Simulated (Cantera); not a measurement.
Standard-state values (1 bar) from the NASA 1993 polynomials, evaluated with Cantera. Values are per mole of reaction as written; species without (g) are pure solids or liquids, kept so even where they would boil at 1 bar. VN: taken at fixed stoichiometry.

Task: Between 1373 and 2073 K, where is each reaction favourable under standard conditions?
- 3 VO₂(g) + 3 N(g) → 2 O₃(g) + 3 VN

Result: 
- 3 VO₂(g) + 3 N(g) → 2 O₃(g) + 3 VN: ΔG° is -195 kJ at 1373 K and 231 kJ at 2073 K; it changes sign between 1673 and 1773 K. ΔH° is -998 kJ and ΔS° -593 J/K at 2073 K.
